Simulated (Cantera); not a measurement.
Pyrogenic steam for wet oxidation

An isothermal, constant-pressure homogeneous reactor starts with 6.10 % H2, 15.6 % O2, 78.2 % N2, at 1075 K and 13300 Pa.

Computed with Cantera and the H2/O2 subset of GRI-Mech 3.0, which has no nitrogen chemistry. The temperature is held fixed by assumption; the heat of reaction is taken as removed at once.

```csv
t (s),x H2,x O2,x H2O2,x H,x H2O,x O
3.00e-6,0.0610,0.156,<1e-12,1.82e-11,<1e-12,<1e-12
1.68e-5,0.0610,0.156,<1e-12,9.85e-11,9.10e-12,1.40e-11
9.39e-5,0.0610,0.156,<1e-12,1.01e-9,8.59e-10,3.75e-10
0.000525,0.0610,0.156,2.68e-10,3.80e-6,5.69e-6,1.57e-6
0.00294,0.000847,0.130,8.65e-7,0.000876,0.0612,0.00133
0.0164,2.04e-5,0.130,2.37e-7,1.74e-6,0.0629,2.40e-5
0.0919,6.18e-7,0.130,3.36e-8,2.12e-8,0.0629,1.29e-6
0.514,3.98e-8,0.130,5.01e-9,7.45e-10,0.0630,1.41e-7
2.88,5.27e-9,0.130,8.55e-10,4.36e-11,0.0630,2.13e-8
16.1,9.09e-10,0.130,1.61e-10,3.33e-12,0.0630,3.79e-9
90.0,3.48e-10,0.130,5.92e-11,<1e-12,0.0630,1.35e-9
```
x: mole fraction; the columns are a selection and need not sum to one.

Equilibrium at this temperature and pressure: H2 3.37e-10, O2 0.130, H2O2 5.71e-11, H <1e-12, H2O 0.0630, O 1.30e-9 (gas phase only).
